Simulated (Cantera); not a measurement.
Input: 1 mol PH3, 1.1 mol O2, at 1277 °C and 150000 Pa.

These are equilibrium values from Cantera (NASA tables, ideal gas, pure condensed phases), not measurements of a reactor. Candidate condensed phases: H2O, P, P4O10; 17 gas species. Gases not in the tables: HPO2, HPO3 and P4O6. Rates play no part.

Base state: H2O 0.456, H2 0.321, P2 0.0954, P4O10 0.0574, PO2 0.0479, PO 0.0134, P4 0.00903, PH3 4.82e-5 (mole fractions); condensed: gas only.

Q: What changes in the equilibrium state with this change: temperature from 1277 °C to 1625 °C?

A: 
| species | before | after |
|---|---|---|
| H2O | 0.456 | 0.385 |
| H2 | 0.321 | 0.246 |
| PO2 | 0.0479 | 0.225 |
| PO | 0.0134 | 0.0913 |
| P4O10 | 0.0574 | 7.02e-6 |
| P2 | 0.0954 | 0.0520 |
| P4 | 0.00903 | 0.000121 |
| OH | 6.96e-7 | 4.05e-5 |
| P | 1.36e-6 | 3.45e-5 |

Q: What changes in the equilibrium state with this change: temperature from 1277 °C to 1502 °C?

A: 
```json
[
 {"species": "H2O", "before": "0.456", "after": "0.421"},
 {"species": "PO2", "before": "0.0479", "after": "0.223"},
 {"species": "H2", "before": "0.321", "after": "0.222"},
 {"species": "P4O10", "before": "0.0574", "after": "0.00112"},
 {"species": "PO", "before": "0.0134", "after": "0.0649"},
 {"species": "P2", "before": "0.0954", "after": "0.0670"},
 {"species": "OH", "before": "6.96e-7", "after": "1.31e-5"},
 {"species": "P4", "before": "0.00903", "after": "0.000519"},
 {"species": "P", "before": "1.36e-6", "after": "1.31e-5"}
]
```

Q: What changes in the equilibrium state with this change: temperature from 1277 °C to 925 °C?

A: 
| species | before | after |
|---|---|---|
| H2 | 0.321 | 0.570 |
| H2O | 0.456 | 0.280 |
| P4O10 | 0.0574 | 0.0967 |
| P2 | 0.0954 | 0.0156 |
| PO2 | 0.0479 | 0.000172 |
| PO | 0.0134 | 6.35e-5 |
| P4 | 0.00903 | 0.0371 |
| H | 1.46e-5 | 1.17e-7 |
| PH3 | 4.82e-5 | 0.000240 |
